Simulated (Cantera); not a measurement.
Feed: 1 mol C, 0.31 mol H₂O, 0.2 mol N₂, held at 1673 K and 0.100 bar.

Cantera equilibrium calculation (NASA polynomials, part measured and part estimated; ideal gas, pure solids and liquids). Candidate condensed phases: C, C₆H₆, C₇H₈, C₈H₁₈, H₂O; 136 gas species. The numbers say what is thermodynamically allowed, not how fast it happens.

Base state: CO 0.378, H₂ 0.377, N₂ 0.243, HCN 0.000955, H 0.000221, HNC 2.67e-5, C₂H₂ (acetylene) 2.15e-5, CH₄ 1.73e-5 (mole fractions); condensed: C(graphite).

Question: What changes in the equilibrium state with this change: H₂O from 0.31 to 4.4 mol?

Answer: 
```csv
species,before,after
H₂O,8.02e-6,0.537
H₂,0.377,0.249
CO,0.378,0.108
N₂,0.243,0.0357
CO₂,2.43e-6,0.0705
HCN,0.000955,<1e-9
HNC,2.67e-5,<1e-9
C₂H₂ (acetylene),2.15e-5,<1e-9
OH,<1e-9,1.86e-5
"C(graphite), mol",0.689,0
```

Question: What changes in the equilibrium state with this change: H₂O from 0.31 to 2.2 mol?

Answer: 
```tsv
species	before	after
H₂	0.377	0.353
H₂O	8.02e-6	0.294
CO	0.378	0.235
N₂	0.243	0.0588
CO₂	2.43e-6	0.0591
HCN	0.000955	7.22e-9
HNC	2.67e-5	<1e-9
C₂H₂ (acetylene)	2.15e-5	<1e-9
CH₄	1.73e-5	<1e-9
C(graphite), mol	0.689	0
```
